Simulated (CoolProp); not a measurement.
Saturation properties of R245ca (Tc = 447.6 K, pc = 3.941 MPa, ω = 0.355).

Values from CoolProp's reference Helmholtz-energy equation of state, Zhou 2016.

```tsv
T (K)	p (MPa)	vapour density (kg/m³)	enthalpy of vaporisation (kJ/kg)
285.1	0.05883	3.415	211.7
288.5	0.06799	3.913	209.8
291.9	0.07826	4.465	207.9
295.4	0.09007	5.097	205.9
298.8	0.1029	5.776	203.9
302.3	0.1175	6.547	201.9
305.7	0.1332	7.371	200.0
309.1	0.1505	8.274	198.0
312.6	0.1700	9.293	195.9
```

It boils at 298.4 K under 1 atm.
